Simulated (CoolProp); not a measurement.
The fluid at 293.15 K and 0.284 MPa (stagnation) flows isentropically through a choked orifice. The same conditions are run with several fluids, on thermodynamics alone (safety and materials aside).

The numbers come from the reference Helmholtz-energy equation of state of each fluid (carbonyl sulfide: Lemmon 2006; normal hydrogen: Leachman 2009; CH3F (R41): Lemmon 2006; methane: Setzmann 1991; fluoroethane (R161): Wu 2012) in CoolProp.

Rank carbonyl sulfide, normal hydrogen, CH3F (R41), methane, fluoroethane (R161) by throat to inlet pressure ratio, highest first.

fluoroethane (R161) (0.572), carbonyl sulfide (0.553), CH3F (R41) (0.545), methane (0.542), normal hydrogen (0.525)

```json
[
 {"fluid": "carbonyl sulfide", "mass flux (kg/(m² s))": "944", "throat temperature (K)": "258.8"},
 {"fluid": "normal hydrogen", "mass flux (kg/(m² s))": "177", "throat temperature (K)": "242.9"},
 {"fluid": "CH3F (R41)", "mass flux (kg/(m² s))": "716", "throat temperature (K)": "254.9"},
 {"fluid": "methane", "mass flux (kg/(m² s))": "489", "throat temperature (K)": "253.1"},
 {"fluid": "fluoroethane (R161)", "mass flux (kg/(m² s))": "826", "throat temperature (K)": "269.0"}
]
```
